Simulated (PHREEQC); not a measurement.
A solution holds 0.036 mol H2SO4 and 8.1e-05 mol Al(NO3)3 per kg of water, at 15 °C. Closed to the air; pH follows from the charge balance.

Computed with PHREEQC (ion-association model, wateq4f.dat).

Each row changes one thing in this solution. Precipitation was switched off in this run.

| case | pH | ionic strength (mol/kgw) |
|---|---|---|
| as made | 1.38 | 0.0621 |
| Al(NO3)3 replaced by Zn(NO3)2 at the same molality | 1.38 | 0.0621 |
| temperature from 15 to 35 °C | … | 0.0563 |
| Al(NO3)3 left out | 1.38 | 0.0620 |
| diluted 100-fold with water | 3.17 | 0.00105 |
| temperature from 15 to 25 °C | 1.40 | 0.0592 |
| H2SO4 from 0.036 to 0.054 mol/kgw | … | … |
| H2SO4 left out | 4.72 | … |
| Al(NO3)3 replaced by Al2(SO4)3 at the same molality | 1.38 | … |

Question: Complete the blanks.

Answer: 
- temperature from 15 to 35 °C, pH: 1.41
- H2SO4 from 0.036 to 0.054 mol/kgw, pH: 1.23
- H2SO4 from 0.036 to 0.054 mol/kgw, ionic strength (mol/kgw): 0.0867
- H2SO4 left out, ionic strength (mol/kgw): 0.000449
- Al(NO3)3 replaced by Al2(SO4)3 at the same molality, ionic strength (mol/kgw): 0.0622

Some of these states are supersaturated (in Gibbsite (slow to form), Boehmite (slow to form), for instance).
